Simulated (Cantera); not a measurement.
Charge: 1 mol CS2, 9.1 mol H2O, 0.2 mol N2, equilibrated at 190 Pa.

Method: chemical equilibrium by Gibbs-energy minimisation in Cantera with the NASA 1993 tables (ideal gas, pure condensed phases). Candidate condensed phases: C, C6H6, C7H8, C8H18, H2O, H2SO4, S; 150 gas species. Equilibrium is a limit: real reactors are often held back by kinetics, nucleation or transport. All values below are at 2375 K.

Base state: H2O 0.297, H2 0.255, H 0.163, SO2 0.0766, CO 0.0597, SO 0.0543, OH 0.0339, O 0.0146 (mole fractions); condensed: gas only.

Task: What changes in the equilibrium state with this change: N2 from 0.2 to 9.8 mol?

Result: 
```tsv
species	before	after
N2	0.0141	0.404
H2O	0.297	0.158
H2	0.255	0.145
CO2	0.0119	0.00653
SO2	0.0766	0.0429
CO	0.0597	0.0348
SO	0.0543	0.0324
S	0.0103	0.00654
OH	0.0339	0.0239
H	0.163	0.123
O	0.0146	0.0137
NO	0.000448	0.00225
H2S	4.94e-5	1.78e-5
S2	0.000315	0.000128
```
